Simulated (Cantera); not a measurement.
An isothermal, constant-pressure homogeneous reactor starts with CH₄ : N₂ = 1 : 77 (molar parts), at 1450 K and 1.13 Torr.

Cantera simulation using GRI-Mech 3.0 (53 species, 325 reactions); the numbers are that mechanism's predictions, not measurements. GRI-Mech 3.0 stops at C3 and has no aromatics, soot or wall deposition, so with more carbon than oxygen in the feed, carbon stays in small species such as C2H2 where larger ones or solid carbon would form. Radical loss at walls, strong at low pressure, is not modelled.

**Question.** Predict: x(CH₄) at 100 s; x(H) at 100 s; x(HCN) at 100 s; x(C₂H₂) at 100 s; x(C₂H) at 100 s; x(C₂H₄) at 100 s; x(CH₂) at 100 s.

**Answer.** 
```
Item                                                Result
----------------  ----------------------------------------
x(CH₄) at 100 s    0.00648 (gas-phase equilibrium 1.43e-7)
x(H) at 100 s      5.18e-6 (gas-phase equilibrium 3.39e-5)
x(HCN) at 100 s     7.07e-8 (gas-phase equilibrium 0.0114)
x(C₂H₂) at 100 s  0.00298 (gas-phase equilibrium 0.000606)
x(C₂H) at 100 s    2.29e-9 (gas-phase equilibrium 1.48e-9)
x(C₂H₄) at 100 s  0.000123 (gas-phase equilibrium 8.15e-9)
x(CH₂) at 100 s   2.52e-8 (gas-phase equilibrium 7.10e-12)
```
